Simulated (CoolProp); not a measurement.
Methane at 406.53 K and 2.65 MPa is throttled through a valve to 1.78 MPa with no heat exchange. Each further row changes one setting.

The numbers come from the reference Helmholtz-energy equation of state, Setzmann 1991 in CoolProp.

```json
[
 {"case": "as stated", "temperature change (K)": "-1.8", "final density (kg/m³)": "8.55"},
 {"case": "outlet pressure 0.534 MPa", "temperature change (K)": "-4.5", "final density (kg/m³)": "2.57"},
 {"case": "outlet pressure 2.31 MPa", "temperature change (K)": "-0.7", "final density (kg/m³)": "11.1"}
]
```
